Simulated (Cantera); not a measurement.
Input: 1 mol AlN, 3.2 mol H₂, at 2700 K and 1 atm.

Equilibrium computed with Cantera from the NASA thermochemical tables; the gas is ideal and each condensed phase is pure. Candidate condensed phases: Al, AlN; 13 gas species. The numbers say what is thermodynamically allowed, not how fast it happens.

Base state: H₂ 0.641, Al 0.194, N₂ 0.105, H 0.0452, AlH 0.0140, Al₂ 0.000777 (mole fractions); condensed: gas only.

### Question
What changes in the equilibrium state with this change: pressure from 1 atm to 11.0 Pa?

### Answer
```csv
species,before,after
H,0.0452,0.785
Al,0.194,0.129
N₂,0.105,0.0646
H₂,0.641,0.0210
AlH,0.0140,1.76e-5
Al₂,0.000777,3.74e-8
N,5.23e-7,3.94e-5
```

### Question
What changes in the equilibrium state with this change: temperature from 2700 K to 2575 K?

### Answer
```csv
species,before,after
H₂,0.641,0.656
Al,0.194,0.193
N₂,0.105,0.106
H,0.0452,0.0279
AlH,0.0140,0.0165
Al₂,0.000777,0.00112
```

### Question
What changes in the equilibrium state with this change: pressure from 1 atm to 2.10 mbar?

### Answer
| species | before | after |
|---|---|---|
| H | 0.0452 | 0.564 |
| H₂ | 0.641 | 0.207 |
| Al | 0.194 | 0.153 |
| AlH | 0.0140 | 0.000285 |
| N₂ | 0.105 | 0.0764 |
| Al₂ | 0.000777 | 9.94e-7 |
